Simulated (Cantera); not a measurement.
Feed: 1 mol MgCO3, 0.13 mol SO3, 1.9 mol O2, at 1473.15 K and 0.530 bar.

Equilibrium computed with Cantera from the NASA thermochemical tables; the gas is ideal and each condensed phase is pure. Candidate condensed phases: C, Mg, MgCO3, MgO, MgS, MgSO4, S; 26 gas species. Equilibrium is a limit: real reactors are often held back by kinetics, nucleation or transport.

Base state: O2 0.635, CO2 0.323, SO2 0.0410, SO3 0.00102 (mole fractions); condensed: MgO(s).

**Question.** What changes in the equilibrium state with this change: SO3 from 0.13 to 0.9 mol?

**Answer.** 
```csv
species,before,after
O2,0.635,0.552
CO2,0.323,0.236
SO2,0.0410,0.207
SO3,0.00102,0.00482
"MgO(s), mol",1.00,1.00
```

**Question.** What changes in the equilibrium state with this change: SO3 from 0.13 to 0.27 mol?

**Answer.** 
```csv
species,before,after
O2,0.635,0.615
CO2,0.323,0.303
SO2,0.0410,0.0798
SO3,0.00102,0.00196
"MgO(s), mol",1.00,1.00
```

**Question.** What changes in the equilibrium state with this change: SO3 from 0.13 to 2.3 mol?

**Answer.** 
| species | before | after |
|---|---|---|
| O2 | 0.635 | 0.478 |
| SO2 | 0.0410 | 0.356 |
| CO2 | 0.323 | 0.158 |
| SO3 | 0.00102 | 0.00770 |
| MgO(s), mol | 1.00 | 1.00 |
